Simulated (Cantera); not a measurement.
An isothermal, constant-pressure homogeneous reactor starts with 1.56 % H2, 29.0 % O2, 69.5 % N2, equivalence ratio 0.027, at 1098 K and 10.00 Torr.

Cantera simulation using the H2/O2 subset of GRI-Mech 3.0, which has no nitrogen chemistry; the numbers are that mechanism's predictions, not measurements. Radical loss at walls, strong at low pressure, is not modelled.

x: mole fraction; the columns are a selection and need not sum to one.

```json
[
 {"t (s)": "0.000100", "x H2": "0.0156", "x O2": "0.290", "x OH": "8.36e-12", "x H2O": "1.18e-12", "x H2O2": "<1e-12", "x H": "4.24e-11"},
 {"t (s)": "0.000228", "x H2": "0.0156", "x O2": "0.290", "x OH": "3.46e-11", "x H2O": "1.17e-11", "x H2O2": "<1e-12", "x H": "8.54e-11"},
 {"t (s)": "0.000521", "x H2": "0.0156", "x O2": "0.290", "x OH": "1.30e-10", "x H2O": "1.04e-10", "x H2O2": "<1e-12", "x H": "1.86e-10"},
 {"t (s)": "0.00119", "x H2": "0.0156", "x O2": "0.290", "x OH": "5.68e-10", "x H2O": "9.44e-10", "x H2O2": "<1e-12", "x H": "6.09e-10"},
 {"t (s)": "0.00271", "x H2": "0.0156", "x O2": "0.290", "x OH": "[?]", "x H2O": "1.58e-8", "x H2O2": "<1e-12", "x H": "6.08e-9"},
 {"t (s)": "0.00620", "x H2": "0.0156", "x O2": "0.290", "x OH": "[?]", "x H2O": "2.73e-6", "x H2O2": "1.02e-11", "x H": "9.60e-7"},
 {"t (s)": "0.0141", "x H2": "0.00311", "x O2": "0.281", "x OH": "[?]", "x H2O": "0.00995", "x H2O2": "8.66e-8", "x H": "0.00375"},
 {"t (s)": "0.0323", "x H2": "0.000248", "x O2": "0.279", "x OH": "[?]", "x H2O": "0.0139", "x H2O2": "2.35e-8", "x H": "0.00235"},
 {"t (s)": "0.0737", "x H2": "0.000168", "x O2": "0.280", "x OH": "[?]", "x H2O": "0.0146", "x H2O2": "2.44e-8", "x H": "0.00129"},
 {"t (s)": "0.168", "x H2": "8.12e-5", "x O2": "0.282", "x OH": "[?]", "x H2O": "0.0152", "x H2O2": "2.50e-8", "x H": "0.000420"},
 {"t (s)": "0.384", "x H2": "2.54e-5", "x O2": "0.283", "x OH": "[?]", "x H2O": "0.0156", "x H2O2": "2.25e-8", "x H": "7.25e-5"},
 {"t (s)": "0.876", "x H2": "5.83e-6", "x O2": "0.284", "x OH": "[?]", "x H2O": "0.0157", "x H2O2": "1.58e-8", "x H": "8.10e-6"},
 {"t (s)": "2.00", "x H2": "1.24e-6", "x O2": "0.284", "x OH": "[?]", "x H2O": "0.0157", "x H2O2": "8.17e-9", "x H": "8.20e-7"}
]
```

Complete the blanks.


- 0.00271, x OH: 6.24e-9
- 0.00620, x OH: 9.94e-7
- 0.0141, x OH: 0.00141
- 0.0323, x OH: 0.000697
- 0.0737, x OH: 0.000573
- 0.168, x OH: 0.000396
- 0.384, x OH: 0.000220
- 0.876, x OH: 0.000106
- 2.00, x OH: 4.96e-5
